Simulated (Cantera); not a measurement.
An adiabatic, constant-pressure homogeneous reactor starts with 16.9 % CO, 0.980 % H₂, 16.6 % O₂, 62.2 % N₂, 3.38 % H₂O, at 1000 K and 9.87 atm.

Model: GRI-Mech 3.0 (53 species, 325 reactions), integrated in Cantera. The hydrogen kinetics of GRI-Mech 3.0 are dated; newer H2 mechanisms differ, most at raised pressure.

Problem. Predict: time of steepest temperature rise; temperature at 4.00 s; equilibrium temperature; x(CO) at 4.00 s; x(H₂) at 4.00 s; x(O₂) at 4.00 s; x(O) at 4.00 s; x(NO₂) at 4.00 s.

Solution. 
| Quantity | Value |
|---|---|
| time of steepest temperature rise | 8.60 ms |
| temperature at 4.00 s | 2317 K |
| equilibrium temperature | 2317 K |
| x(CO) at 4.00 s | 0.00266 (gas-phase equilibrium 0.00266) |
| x(H₂) at 4.00 s | 0.000120 (gas-phase equilibrium 0.000120) |
| x(O₂) at 4.00 s | 0.0794 (gas-phase equilibrium 0.0794) |
| x(O) at 4.00 s | 0.000491 (gas-phase equilibrium 0.000491) |
| x(NO₂) at 4.00 s | 1.97e-5 (gas-phase equilibrium 1.97e-5) |
